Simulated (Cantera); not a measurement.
Feed: 1 mol Cu₂O, 3.9 mol CH₄, 11 mol N₂, equilibrated at 1330 Pa.

Method: chemical equilibrium by Gibbs-energy minimisation in Cantera with the NASA 1993 tables (ideal gas, pure condensed phases). Candidate condensed phases: C, C₆H₆, C₇H₈, C₈H₁₈, Cu, CuO, Cu(OH)₂, Cu₂O, H₂O; 139 gas species. Kinetics and transport are ignored.

x: gas mole fraction; n: condensed amount in mol.

| T (K) | x N₂ | x H₂ | x Cu | x CO | x HCN | x H | n C(graphite) | n Cu(l) |
|---|---|---|---|---|---|---|---|---|
| 1398 | 0.555 | 0.394 | 9.73e-5 | 0.0505 | 0.000228 | (withheld) | 2.90 | 2.00 |
| 1448 | 0.555 | 0.394 | 0.000249 | 0.0505 | 0.000338 | (withheld) | 2.89 | 2.00 |
| 1498 | 0.555 | 0.393 | 0.000596 | 0.0505 | 0.000487 | (withheld) | 2.89 | 1.99 |
| 1548 | 0.554 | 0.393 | 0.00135 | 0.0504 | 0.000685 | (withheld) | 2.89 | 1.97 |
| 1598 | 0.553 | 0.392 | 0.00290 | 0.0504 | 0.000942 | (withheld) | 2.88 | 1.94 |
| 1648 | 0.551 | 0.391 | 0.00592 | 0.0502 | 0.00127 | (withheld) | 2.87 | 1.88 |
| 1698 | 0.548 | 0.388 | 0.0116 | 0.0499 | 0.00167 | (withheld) | 2.86 | 1.77 |
| 1748 | 0.542 | 0.383 | 0.0219 | 0.0494 | 0.00216 | (withheld) | 2.85 | 1.56 |
| 1798 | 0.532 | 0.375 | 0.0397 | 0.0484 | 0.00272 | (withheld) | 2.84 | 1.18 |
| 1848 | 0.514 | 0.363 | 0.0697 | 0.0469 | 0.00333 | (withheld) | 2.82 | 0.507 |
| 1898 | 0.502 | 0.353 | 0.0912 | 0.0458 | 0.00406 | (withheld) | 2.80 | 0 |

Question: Some entries are withheld; supply them.

Answer: 
- 1398, x H: 2.57e-5
- 1448, x H: 5.01e-5
- 1498, x H: 9.33e-5
- 1548, x H: 0.000167
- 1598, x H: 0.000289
- 1648, x H: 0.000482
- 1698, x H: 0.000780
- 1748, x H: 0.00123
- 1798, x H: 0.00187
- 1848, x H: 0.00277
- 1898, x H: 0.00402
